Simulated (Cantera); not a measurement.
An adiabatic, constant-volume homogeneous reactor starts with 2.57 % CH4, 3.09 % H2, 11.9 % O2, 75.2 % N2, 7.21 % CO2, equivalence ratio 0.56, at 1575 K and 19.0 bar.

Model: GRI-Mech 3.0 (53 species, 325 reactions), integrated in Cantera. The pressure lies above the range GRI-Mech 3.0 was tuned for (to about 10 atm).

One state of this run: T (K) = 2423; P (bar) = 28.8; x CH4 = <1e-12; x H2 = 0.000281; x O2 = 0.0486; x N2O = 2.77e-6; x CO2 = 0.0972; x NO = 0.00948. x: mole fraction; the columns are a selection and need not sum to one.

Problem. Which value of t (s) does it belong to?
A. 1.32e-5
B. 0.400
C. 5.58e-6
D. 2.36e-6

Solution. B, 0.400
